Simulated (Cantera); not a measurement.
What does this Cantera script print?

```python
import numpy as np
import cantera as ct

gas_names = """
    CL CLO CL2 Cs CsCL CsO CsOH Cs2 Cs2CL2 Cs2O Cs2O2H2 H HCL HOCL HO2 H2 H2O H2O2 O OH O2 O3
""".split()
cond_names = """
    Cs(cr) Cs(L) CsCL(a) CsCL(b) CsCL(L) CsOH(a) CsOH(b) CsOH(c) CsOH(L) H2O(s) H2O(L)
""".split()


# ... load() reads the species with a 1 bar reference pressure and builds the phases ...
atoms = {
    'CsCl': {'Cs': 1, 'CL': 1},
    'H2O': {'H': 2, 'O': 1},
    'H2': {'H': 2},
}
top_T = {}  # K; cautious upper limits of use, not melting points


# ... equilibrate(T, P, feed) seeds the gas with the atoms and calls Mixture.equilibrate('TP', solver="vcs", rtol=1e-11, max_steps=5000) ...
results = []
feed = {'CsCl': 1, 'H2O': 0.29, 'H2': 6.7}  # mol
T = 2000  # K
P = 140  # Pa
mix = equilibrate(T, P, feed)
results.append((T, P, feed, dict(zip(mix.species_names, mix.species_moles))))
x = sorted(zip(gas.X, gas.species_names), reverse=True)
print(f"T = {T:g} K  P = {P:g} Pa  gas = {mix.phase_moles(0):.4g} mol")
print("   x: " + "  ".join(f"{s} {v:.3e}" for v, s in x if v > 1e-06))
print("   condensed (mol): " + ("  ".join(f"{mix.phase(i).name} {mix.phase_moles(i):.4g}"
      for i in range(1, mix.n_phases) if mix.phase_moles(i) > 1e-12) or "none"))
```

It prints:

```
T = 2000 K  P = 140 Pa  gas = 8.234 mol
   x: H2 7.850e-01  CsCL 1.015e-01  H 3.851e-02  H2O 3.491e-02  Cs 1.984e-02  HCL 1.927e-02  CL 7.041e-04  OH 1.710e-04  CsOH 1.372e-04  O 6.131e-06
   condensed (mol): none
```

Method: chemical equilibrium by Gibbs-energy minimisation in Cantera with the NASA 1993 tables (ideal gas, pure condensed phases).
